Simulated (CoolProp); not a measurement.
Vapour-liquid equilibrium of R152A (1) + methanol (2) at 249.7 K; x and y are mole fractions of (1).

The numbers come from the multi-fluid Helmholtz-energy mixture model, Outcalt 1996 and de Reuck 1993; pair parameters Bell 2016 in CoolProp.

```
x     bubble pressure, mixture model (kPa)  bubble pressure, Raoult's law (kPa)  y, mixture model  y, Raoult's law
----  ------------------------------------  -----------------------------------  ----------------  ---------------
0.05                                 29.38                                5.948             0.973            0.874
0.2                                  60.49                                21.42             0.987            0.970
0.35                                 66.92                                36.89             0.989            0.986
0.5                                  70.79                                52.35             0.990            0.992
0.65                                 76.83                                67.82             0.991            0.996
0.8                                  86.10                                83.29             0.994            0.998
0.95                                 98.86                                98.76             0.998            1.000
```

The largest gap from Raoult's law is +393.9 % in bubble pressure, at x = 0.05. No azeotrope shows between x = 0.05 and 0.95.

The pair parameters rest on a limited set of measurements; away from them the model extrapolates. With so large a gap from Raoult's law the liquid may split in two, which this calculation doesn't test in full.
